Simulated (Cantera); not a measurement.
What does this Cantera script print?

```python
import numpy as np
import cantera as ct

gas_names = [...]  # 123 gases of nasa_gas.yaml made of C, H, O, Si
cond_names = """
    C(gr) C6H6(L) C7H8(L) C8H18(L),n-octa H2O(s) H2O(L) Si(cr) Si(L) SiC(b) SiO2(Lqz) SiO2(hqz) SiO2(L)
""".split()


# ... load() reads the species with a 1 bar reference pressure and builds the phases ...
atoms = {
    'Si': {'Si': 1},
    'CO2': {'C': 1, 'O': 2},
    'H2': {'H': 2},
    'O2': {'O': 2},
}
top_T = {'C(gr)': 4500, 'SiC(b)': 3050}  # K; cautious upper limits of use, not melting points


# ... equilibrate(T, P, feed) seeds the gas with the atoms and calls Mixture.equilibrate('TP', solver="vcs", rtol=1e-11, max_steps=5000) ...
results = []
T = 1625  # K
P = 9000  # Pa
for m in [16, 40, 65, 89, 110, 140, 160, 190, 210, 240]:
    feed = {'Si': 1, 'CO2': 0.24, 'H2': m, 'O2': 0.014}  # mol
    mix = equilibrate(T, P, feed)
    results.append((T, P, feed, dict(zip(mix.species_names, mix.species_moles))))

top = {s: max(r[3][s] / sum(r[3][g] for g in gas_names) for r in results) for s in gas_names}
cols = sorted((s for s in top if top[s] > 0.001), key=lambda s: -top[s])[:5]
seen = [c for c in cond_names if any(r[3].get(c, 0) > 1e-12 for r in results)]
print("log10 of partial pressures in bar; condensed amounts in mol")
print(f"{'n(H2)':>10s}" + "".join(f"{s[:9]:>10s}" for s in cols + seen))
for T, P, feed, n in results:
    ng = sum(n[g] for g in gas_names)
    print(f"{feed['H2']:10.4g}" + "".join(f"{np.log10(max(n[s] / ng * P / 1e5, 1e-99)):10.3f}" for s in cols)
          + "".join(f"{n.get(c, 0):10.4g}" for c in seen))
```

Output:

```
log10 of partial pressures in bar; condensed amounts in mol
     n(H2)        H2       SiO        CO    Si(cr)    SiC(b)
        16    -1.059    -2.575    -3.960    0.2922    0.2199
        40    -1.051    -2.965    -4.350     0.292    0.2198
        65    -1.049    -3.174    -4.559    0.2918    0.2198
        89    -1.048    -3.309    -4.694    0.2916    0.2198
       110    -1.048    -3.401    -4.786    0.2914    0.2197
       140    -1.047    -3.505    -4.890    0.2912    0.2197
       160    -1.047    -3.563    -4.948     0.291    0.2196
       190    -1.047    -3.638    -5.022    0.2908    0.2196
       210    -1.047    -3.681    -5.066    0.2906    0.2196
       240    -1.047    -3.739    -5.124    0.2904    0.2195
```

Cantera equilibrium calculation (NASA polynomials, part measured and part estimated; ideal gas, pure solids and liquids). Mutual solubility and eutectic melting of coexisting phases are not modelled.
